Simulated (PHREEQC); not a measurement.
3.8 g of hydrous ferric oxide (600 m²/g; 0.2 weak and 0.005 strong sites per Fe, Dzombak-Morel constants, diffuse double layer) in 1 kg of water with 0.005 mol/kgw of an inert sodium salt, at 25 °C; the pH is set by adding NaOH or the inert anion's acid. Oxygen alone is held at its pressure in air (log pO2 = -0.68). CO2 from the air is kept out. Precipitation was switched off in this run.

Base run: PHREEQC, ion-association model, wateq4f.dat. Each further column changes one thing. The table gives surface charge σ (C/m²).

```json
[
 {"pH": "3", "base": "0.320", "background salt from 0.005 to 0.0005 mol/kgw": "(withheld)", "oxide from 3.8 to 19 g/kgw": "0.347", "0.0021 mol/kgw NiCl2 added": "0.336"},
 {"pH": "4.33", "base": "0.161", "background salt from 0.005 to 0.0005 mol/kgw": "0.108", "oxide from 3.8 to 19 g/kgw": "0.204", "0.0021 mol/kgw NiCl2 added": "0.193"},
 {"pH": "5", "base": "0.097", "background salt from 0.005 to 0.0005 mol/kgw": "0.052", "oxide from 3.8 to 19 g/kgw": "0.120", "0.0021 mol/kgw NiCl2 added": "0.122"},
 {"pH": "6.33", "base": "0.028", "background salt from 0.005 to 0.0005 mol/kgw": "(withheld)", "oxide from 3.8 to 19 g/kgw": "0.031", "0.0021 mol/kgw NiCl2 added": "0.043"},
 {"pH": "7.67", "base": "0.004", "background salt from 0.005 to 0.0005 mol/kgw": "(withheld)", "oxide from 3.8 to 19 g/kgw": "0.004", "0.0021 mol/kgw NiCl2 added": "0.014"},
 {"pH": "9", "base": "-0.009", "background salt from 0.005 to 0.0005 mol/kgw": "(withheld)", "oxide from 3.8 to 19 g/kgw": "-0.010", "0.0021 mol/kgw NiCl2 added": "-0.004"},
 {"pH": "9.67", "base": "-0.022", "background salt from 0.005 to 0.0005 mol/kgw": "(withheld)", "oxide from 3.8 to 19 g/kgw": "(withheld)", "0.0021 mol/kgw NiCl2 added": "-0.015"},
 {"pH": "11", "base": "-0.085", "background salt from 0.005 to 0.0005 mol/kgw": "-0.056", "oxide from 3.8 to 19 g/kgw": "-0.102", "0.0021 mol/kgw NiCl2 added": "-0.061"}
]
```

### Question
Fill in the missing entries.

### Answer

- 3, background salt from 0.005 to 0.0005 mol/kgw: 0.294
- 6.33, background salt from 0.005 to 0.0005 mol/kgw: 0.011
- 7.67, background salt from 0.005 to 0.0005 mol/kgw: 0.001
- 9, background salt from 0.005 to 0.0005 mol/kgw: -0.003
- 9.67, background salt from 0.005 to 0.0005 mol/kgw: -0.008
- 9.67, oxide from 3.8 to 19 g/kgw: -0.024

The oxide is taken as insoluble; below pH 4 it would dissolve. In at least one series the solution becomes supersaturated in solids that the run did not let form, among them Ni(OH)2.
